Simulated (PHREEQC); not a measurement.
Ultrapure water in contact with air or piping: an equilibrium model

Model water analysis in mmol/kgw, 63 °C, pH 5.77, pe 1.1:

```csv
constituent,mmol/kgw
Na,0.00926
K,0.000316
Ca,0.00331
Mg,0.00156
Cl,0.00592
S(6),0.00242
Alkalinity (meq/kgw),0.00821
Fe(2),6.2e-05
Li,2.27e-05
Mn(2),0.000242
```

Valence states are taken as typed.

Equilibrium calculation in PHREEQC: ion-association model, phreeqc.dat.

Precipitation was switched off in this run.

Task: What charge-balance error does the model give?

Result: charge-balance error 2.3 %.

Task: In which forms is C present?

Result: CO2 77 %, HCO3- 23 % of the C.

Constants without temperature data keep their 25 °C values here.
